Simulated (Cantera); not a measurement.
Charge: 1 mol MgO, 0.0095 mol C, 0.1 mol H2, at 3.10 mbar.

Cantera equilibrium calculation (NASA polynomials, part measured and part estimated; ideal gas, pure solids and liquids). Candidate condensed phases: C, C6H6, C7H8, C8H18, H2O, Mg, MgCO3, MgO, Mg(OH)2; 116 gas species. The tables' values for MgH are old estimates; treat these amounts as uncertain. Equilibrium is a limit: real reactors are often held back by kinetics, nucleation or transport. All values below are at 2223 K.

Base state: H2 0.453, Mg 0.236, H2O 0.164, H 0.0775, CO 0.0587, OH 0.00406, CO2 0.00397, MgOH 0.00143 (mole fractions); condensed: MgO(s).

**Question.** What changes in the equilibrium state with this change: pressure from 3.10 mbar to 10.0 mbar?

**Answer.** 
```tsv
species	before	after
H2	0.453	0.613
Mg	0.236	0.169
H2O	0.164	0.0960
H	0.0775	0.0501
CO	0.0587	0.0678
O2	7.33e-5	4.25e-6
O	0.000481	6.44e-5
OH	0.00406	0.00113
MgO	0.000342	0.000106
CO2	0.00397	0.00198
MgO(s), mol	0.964	0.977
```

**Question.** What changes in the equilibrium state with this change: 1.1 mol CO2 added?

**Answer.** 
```json
[
 {"species": "CO2", "before": "0.00397", "after": "0.561"},
 {"species": "CO", "before": "0.0587", "after": "0.252"},
 {"species": "O2", "before": "7.33e-5", "after": "0.0792"},
 {"species": "H2", "before": "0.453", "after": "0.00483"},
 {"species": "Mg", "before": "0.236", "after": "0.00716"},
 {"species": "O", "before": "0.000481", "after": "0.0158"},
 {"species": "H", "before": "0.0775", "after": "0.00799"},
 {"species": "OH", "before": "0.00406", "after": "0.0138"},
 {"species": "H2O", "before": "0.164", "after": "0.0575"},
 {"species": "MgH", "before": "0.000155", "after": "4.87e-7"},
 {"species": "MgOH", "before": "0.00143", "after": "0.000148"},
 {"species": "Mg(OH)2", "before": "3.21e-5", "after": "1.12e-5"},
 {"species": "MgO(s), mol", "before": "0.964", "after": "0.990"}
]
```
